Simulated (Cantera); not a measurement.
A perfectly stirred reactor is fed with CH3OH : O2 : N2 = 1 : 1.83 : 6.88 (molar parts), equivalence ratio 0.82, at 10.0 bar; it is adiabatic with a 800 K inlet, and is followed from long to short residence time, starting on the burning branch (τ in s: 0.43, 0.17, 0.065, 0.025, 0.0096, 0.0037, 0.0014, 0.00055, 0.00021, 8.2e-05, 3.2e-05, 1.2e-05).

Computed with Cantera and GRI-Mech 3.0 (53 species, 325 reactions). GRI-Mech 3.0 was tuned for natural gas; its chemistry of methanol as a main component is partial and can be far from experiment.

One state of this run: T (K) = 2290; x CH3OH = 5.02e-5; x O2 = 0.0385; x HCN = 1.01e-7; x CH4 = 1.25e-6; x NO2 = 2.33e-7; x C2H = 1.38e-11; x H2 = 0.00413. x: mole fraction; the columns are a selection and need not sum to one.

**Question.** Which value of τ (s) does it belong to?
(A) 3.2e-5
(B) 0.025
(C) 1.2e-5
(D) 8.2e-5

**Answer.** D, 8.2e-5
